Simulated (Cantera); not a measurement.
What does this Cantera script print?

```python
import numpy as np
import cantera as ct

gas = ct.Solution("SiF4_NH3_mec.yaml", "gas")
gas.TPX = 1898, 2666, {'NH3': 1, 'H2': 4.2}
reactor = ct.IdealGasConstPressureReactor(gas, energy="off", clone=False)
net = ct.ReactorNet([reactor])
net.rtol, net.atol = 1e-08, 1e-18
show = ['NH3', 'H2', 'N2H4', 'N2H2', 'NH', 'H']
times = np.geomspace(0.0001, 40, 12)

steps = ct.SolutionArray(gas, extra=["t"])
rows = []
print(f"{'t/s':>10s}{'T/K':>9s}{'P/Pa':>11s}" + "".join(f"{s:>11s}" for s in show))
for t in times:
    while net.time < t:
        t_next = net.step()
        steps.append(gas.state, t=t_next)
    rows.append([np.interp(t, steps.t, y) for y in (steps.T, steps.P, *steps(*show).X.T)])
    print(f"{t:10.3e}{rows[-1][0]:9.1f}{rows[-1][1]:11.4g}" + "".join(f"{x:11.3e}" for x in rows[-1][2:]))
rate = np.gradient(steps.T, steps.t)
print("integrator steps:", len(steps.t))
if steps.T.max() > steps.T[0] + 200:
    print(f"time of steepest temperature rise: {steps.t[rate.argmax()]:.4e} s")
gas.TPX = 1898, 2666, {'NH3': 1, 'H2': 4.2}
gas.equilibrate("TP")
print(f"equilibrium (TP): T = {gas.T:.1f} K  " + "  ".join(f"{s} {gas[s].X[0]:.3e}" for s in show))
```

Output:

```
       t/s      T/K       P/Pa        NH3         H2       N2H4       N2H2         NH          H
 1.000e-04   1898.0       2666  1.923e-01  8.077e-01  5.076e-14  3.281e-12  1.145e-10  2.064e-06
 3.231e-04   1898.0       2666  1.923e-01  8.077e-01  5.720e-13  5.415e-11  1.383e-09  6.695e-06
 1.044e-03   1898.0       2666  1.923e-01  8.077e-01  6.106e-12  7.041e-10  1.508e-08  2.164e-05
 3.372e-03   1898.0       2666  1.922e-01  8.076e-01  6.382e-11  9.117e-09  1.583e-07  6.976e-05
 1.089e-02   1898.0       2666  1.921e-01  8.075e-01  6.296e-10  1.328e-07  1.553e-06  2.192e-04
 3.519e-02   1898.0       2666  1.910e-01  8.079e-01  2.536e-09  7.594e-07  6.215e-06  4.433e-04
 1.137e-01   1898.0       2666  1.861e-01  8.107e-01  2.602e-09  7.944e-07  6.543e-06  4.625e-04
 3.672e-01   1898.0       2666  1.712e-01  8.193e-01  2.322e-09  7.152e-07  6.359e-06  4.799e-04
 1.186e+00   1898.0       2666  1.322e-01  8.419e-01  1.631e-09  5.180e-07  5.811e-06  5.351e-04
 3.833e+00   1898.0       2666  6.215e-02  8.825e-01  5.799e-10  2.066e-07  4.443e-06  7.118e-04
 1.238e+01   1898.0       2666  6.701e-03  9.139e-01  3.112e-11  1.745e-08  2.247e-06  1.588e-03
 4.000e+01   1898.0       2666  3.485e-05  9.149e-01  6.917e-15  6.894e-12  9.838e-08  4.603e-03
integrator steps: 1243
equilibrium (TP): T = 1898.0 K  NH3 1.583e-07  H2 9.149e-01  N2H4 1.475e-19  N2H2 2.976e-15  NH 4.481e-10  H 4.609e-03
```

Computed with Cantera and the gas-phase N/H chemistry of the illustrative SiF4/NH3 mechanism in the Surface Chemkin manual (1991). Walls and surfaces, which speed up NH3 decomposition in real reactors, are not modelled.
